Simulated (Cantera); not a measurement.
An isothermal, constant-pressure homogeneous reactor starts with 1.38 % CH3OH, 0.108 % O2, 98.5 % N2, at 1600 K and 9.87 atm.

Cantera simulation using GRI-Mech 3.0 (53 species, 325 reactions); the numbers are that mechanism's predictions, not measurements. GRI-Mech 3.0 was tuned for natural gas; its chemistry of methanol as a main component is partial and can be far from experiment.

One state of this run: x CH3OH = 2.80e-10; x O2 = <1e-12; x H2O2 = <1e-12; x NO = 6.69e-11; x CO2 = 0.000341; x CO = 0.0129; x HO2 = <1e-12. x: mole fraction; the columns are a selection and need not sum to one.

### Question
Which value of t (s) does it belong to?
A. 0.000400
B. 0.678
C. 0.000841
D. 0.0729

### Answer
B, 0.678
